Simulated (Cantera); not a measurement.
An isothermal plug-flow reactor at 1275 K and 1.00 atm (inlet), inlet velocity 0.43 m/s, active area per volume 120 1/m; feed 0.622 % CH₄, 13.1 % O₂, 86.3 % N₂, equivalence ratio 0.095.

Cantera simulation using Deutschmann's 1995 Pt surface mechanism with GRI-Mech 3.0 gas chemistry; the numbers are that mechanism's predictions, not measurements. Catalytic surfaces can have several steady states; this one follows from the mechanism file's or the stated starting coverage. Mass transfer to the wall is taken as infinitely fast.

One state of this run: x CH₄ = 0.00614; x O₂ = 0.131; x H₂O = 0.000176; x CO₂ = 7.89e-5; x CO = 8.86e-6; θ free Pt = 0.481; θ O* = 0.519. x: gas mole fraction; θ: surface coverage.

Task: Which value of z (m) does it belong to?
A. 0.00023
B. 8.4e-05
C. 0.0018
D. 0.0011

Result: B, 8.4e-05
